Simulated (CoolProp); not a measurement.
A Linde-Hampson liquefier for normal hydrogen: isothermal reversible compression at 300 K from 1 atm to 10 MPa, throttling to 1 atm, return gas leaving the recuperator 0 K below the feed. Each further row changes one setting.

Computed with CoolProp (reference Helmholtz-energy equation of state, Leachman 2009).

```
case                        compression work (kJ/kg of gas)
--------------------------  -------------------------------
as stated                                              5750
high pressure 20 MPa                                   6690
warm-end temperature 330 K                             6320
warm-end gap 5 K                                       5750
```
